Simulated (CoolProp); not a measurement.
Values from CoolProp's reference Helmholtz-energy equation of state, Lemmon 2013.

For propylene, give the phase and the cp (kJ/(kg K)), cv (kJ/(kg K)), Prandtl number at 84.45 °C and 0.288 bar.


- 84.45 °C and 0.288 bar: gas; cp 1.76, cv 1.56, Prandtl number 0.765

Viscosity comes from a separate model (Huber 2003), an estimate that may be off by 10 % or more. Thermal conductivity comes from a separate model (Huber 2003), an estimate that may be off by 10 % or more.
